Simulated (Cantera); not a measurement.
Cantera run:

```python
import numpy as np
import cantera as ct

gas_names = """
    C3H8 H2
""".split()
cond_names = """
    Ta(cr) Ta(L) TaC(s) TaC(L)
""".split()


# ... load() reads the species with a 1 bar reference pressure and builds the phases ...
species = {s.name: s for s in load("nasa_gas.yaml", gas_names) + load("nasa_condensed.yaml", cond_names)}
# Each term lists the table entries of one substance; the one whose range holds T is used.
reactions = {
    '3 Ta + C3H8(g) = 4 H2(g) + 3 TaC':
        [(-3, ['Ta(cr)', 'Ta(L)']), (-1, ['C3H8']), (4, ['H2']), (3, ['TaC(s)', 'TaC(L)'])],
}


def pick(names, T):
    return next(species[n] for n in names if species[n].thermo.min_temp <= T <= species[n].thermo.max_temp)


results = []
for label, terms in reactions.items():
    print(label)
    print("     T/K   dH/kJ  dS/(J/K)   dG/kJ   log10 K")
    for T in [1800, 1850, 1900, 1950, 2000, 2050, 2100, 2150, 2200, 2250]:
        used = [(nu, pick(names, T)) for nu, names in terms]
        dH = sum(nu * s.thermo.h(T) for nu, s in used) / 1e6
        dS = sum(nu * s.thermo.s(T) for nu, s in used) / 1e3
        dG = dH - T * dS / 1e3
        logK = -dG * 1e6 / (ct.gas_constant * T * np.log(10))
        results.append((label, T, dH, dS, dG, logK, [s.name for _, s in used]))
        print(f"{T:8g} {dH:8.1f} {dS:8.1f} {dG:8.1f} {logK:8.2f}")
```

Output:

```
3 Ta + C3H8(g) = 4 H2(g) + 3 TaC
     T/K   dH/kJ  dS/(J/K)   dG/kJ   log10 K
    1800   -292.5    320.3   -869.1    25.22
    1850   -292.6    320.3   -885.1    24.99
    1900   -292.6    320.3   -901.1    24.77
    1950   -292.7    320.2   -917.1    24.57
    2000   -292.8    320.2   -933.2    24.37
    2050   -292.9    320.1   -949.2    24.18
    2100   -293.0    320.1   -965.2    24.01
    2150   -293.1    320.0   -981.2    23.84
    2200   -293.2    320.0   -997.2    23.68
    2250   -293.3    319.9  -1013.2    23.52
```

Source: NASA polynomial tables (part measured, part estimated), evaluated in Cantera. TaC: taken at fixed stoichiometry. Condensed species are held in their standard states even where they would react or evaporate.
